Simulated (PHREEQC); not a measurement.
A made-up water analysis in mmol/kgw, 70 °C, pH 7.61, pe -1.6:

| constituent | mmol/kgw |
|---|---|
| Na | 454 |
| K | 0.0134 |
| Ca | 3.22 |
| Mg | 46.2 |
| Cl | 367 |
| S(6) | 77.1 |
| Alkalinity (meq/kgw) | 3.13 |
| N(-3) | 0.696 |
| Fe(2) | 0.395 |
| Mn(2) | 0.155 |
| Li | 0.0776 |

Cl is adjusted to close the charge balance.
Valence states are taken as typed.

All values are PHREEQC results (ion-association model, phreeqc.dat), not measurements.

This is a speciation only: nothing precipitates in the calculation.

Problem. Predict the ionic strength, activity of water, specific conductance.

Solution. ionic strength 0.553 mol/kgw; activity of water 0.984; specific conductance 87700 µS/cm.

Problem. In which forms is Ca present?

Solution. Ca+2 76 %, CaSO4 23 %, CaHCO3+ 0.6 % of the Ca.

Examples of supersaturated solids here: Siderite, Rhodochrosite. Others may be too. Species that the database lacks are ignored. Away from 25 °C the constants follow the database's enthalpies or fits; those with neither stay at their 25 °C values.
